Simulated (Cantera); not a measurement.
Source: NASA polynomial tables (part measured, part estimated), evaluated in Cantera. Values are per mole of reaction as written; species without (g) are pure solids or liquids, kept so even where they would boil at 1 bar.

Q: Between 300 and 873 K, where is each reaction favourable under standard conditions?
- 0.6667 B + F₂(g) = 0.6667 BF₃(g)
- Cu + F₂(g) = CuF₂
- 0.6667 Al + F₂(g) = 0.6667 AlF₃(g)

A: 
- 0.6667 B + F₂(g) = 0.6667 BF₃(g): ΔG° is -746 kJ at 300 K and -723 kJ at 873 K; it stays negative (K > 1). ΔH° is -760 kJ and ΔS° -42 J/K at 873 K.
- Cu + F₂(g) = CuF₂: ΔG° is -491 kJ at 300 K and -406 kJ at 873 K; it stays negative (K > 1). ΔH° is -528 kJ and ΔS° -140 J/K at 873 K.
- 0.6667 Al + F₂(g) = 0.6667 AlF₃(g): ΔG° is -795 kJ at 300 K and -772 kJ at 873 K; it stays negative (K > 1). ΔH° is -809 kJ and ΔS° -42 J/K at 873 K.
